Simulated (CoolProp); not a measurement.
Vapour-liquid equilibrium of carbon dioxide (1) + R227EA (2) at -40.55 °C; x and y are mole fractions of (1).

The numbers come from the multi-fluid Helmholtz-energy mixture model, Span 1996 and Lemmon 2016; pair parameters Bell 2016 in CoolProp.

```tsv
x	bubble pressure, mixture model (MPa)	bubble pressure, Raoult's law (MPa)	y, mixture model	y, Raoult's law
0.05	0.07579	0.07884	0.601	0.624
0.125	0.1444	0.1503	0.801	0.818
0.2	0.2137	0.2218	0.874	0.888
0.275	0.2828	0.2933	0.911	0.923
0.35	0.3513	0.3648	0.933	0.944
0.425	0.4192	0.4363	0.949	0.959
0.5	0.4868	0.5077	0.960	0.969
0.575	0.5549	0.5792	0.969	0.977
0.65	0.6242	0.6507	0.976	0.983
0.725	0.6957	0.7222	0.983	0.988
0.8	0.7703	0.7937	0.988	0.992
0.875	0.8483	0.8652	0.993	0.995
0.95	0.9294	0.9366	0.997	0.998
```

The largest gap from Raoult's law is -4.2 % in bubble pressure, at x = 0.575. No azeotrope shows between x = 0.05 and 0.95.

Pair parameters are fitted to limited data, so mixtures are less certain than the pure fluids.
